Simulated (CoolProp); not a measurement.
Vapour-liquid equilibrium of cyclohexane (1) + m-xylene (2) at 136 kPa; x and y are mole fractions of (1).

Model: multi-fluid Helmholtz-energy mixture model, Zhou 2014 and Zhou 2012; pair parameters Bell 2016, in CoolProp.

```
x     bubble temperature (K)  y at the bubble point  dew temperature at overall composition x (K)  liquid density (mol/L)
----  ----------------------  ---------------------  --------------------------------------------  ----------------------
0.05                   416.4                  0.201                                    (withheld)                   7.105
0.15                   404.7                  0.470                                         418.3                   7.281
0.25                   395.7                  0.632                                    (withheld)                   7.436
0.35                   388.7                  0.736                                         410.3                   7.578
0.45                   383.2                  0.806                                         405.7                   7.710
0.55                   378.6                  0.858                                    (withheld)                   7.838
0.65                   374.7                  0.898                                         394.6                   7.964
0.75                   371.3                  0.931                                         387.6                   8.091
0.85                   368.3                  0.960                                         379.3                   8.221
0.95                   365.4                  0.987                                         369.4                   8.356
```

Q: Some entries are withheld; supply them.

A: 
- 0.05, dew temperature at overall composition x (K): 421.9
- 0.25, dew temperature at overall composition x (K): 414.5
- 0.55, dew temperature at overall composition x (K): 400.5

No azeotrope shows between x = 0.05 and 0.95.

Pair parameters are fitted to limited data, so mixtures are less certain than the pure fluids.
